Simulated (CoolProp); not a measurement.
Vapour-liquid equilibrium of R114 (1) + R113 (2) at 0.781 MPa; x and y are mole fractions of (1).

The numbers come from the multi-fluid Helmholtz-energy mixture model, Platzer 1990 and Marx 1992; pair parameters Bell 2016 in CoolProp. This equation is an older, rougher fit; its heat capacities, sound speeds and derivatives of the liquid may be far off and weren't checked against measurements.

```json
[
 {"x": "0.05", "bubble temperature, mixture model (K)": "395.8", "bubble temperature, Raoult's law (K)": "395.1", "y, mixture model": "0.110", "y, Raoult's law": "0.138"},
 {"x": "0.2", "bubble temperature, mixture model (K)": "[?]", "bubble temperature, Raoult's law (K)": "383.0", "y, mixture model": "[?]", "y, Raoult's law": "0.440"},
 {"x": "0.35", "bubble temperature, mixture model (K)": "374.9", "bubble temperature, Raoult's law (K)": "373.2", "y, mixture model": "0.581", "y, Raoult's law": "0.636"},
 {"x": "0.5", "bubble temperature, mixture model (K)": "366.4", "bubble temperature, Raoult's law (K)": "365.0", "y, mixture model": "[?]", "y, Raoult's law": "0.770"},
 {"x": "0.65", "bubble temperature, mixture model (K)": "[?]", "bubble temperature, Raoult's law (K)": "358.2", "y, mixture model": "0.834", "y, Raoult's law": "0.865"},
 {"x": "0.8", "bubble temperature, mixture model (K)": "352.8", "bubble temperature, Raoult's law (K)": "352.2", "y, mixture model": "0.916", "y, Raoult's law": "0.934"},
 {"x": "0.95", "bubble temperature, mixture model (K)": "347.2", "bubble temperature, Raoult's law (K)": "347.0", "y, mixture model": "0.981", "y, Raoult's law": "0.986"}
]
```

Complete the blanks.


- 0.2, bubble temperature, mixture model (K): 384.6
- 0.2, y, mixture model: 0.382
- 0.5, y, mixture model: 0.726
- 0.65, bubble temperature, mixture model (K): 359.2

The largest gap from Raoult's law is +1.7 K in bubble temperature, at x = 0.35. No azeotrope shows between x = 0.05 and 0.95.

Pair parameters are fitted to limited data, so mixtures are less certain than the pure fluids.
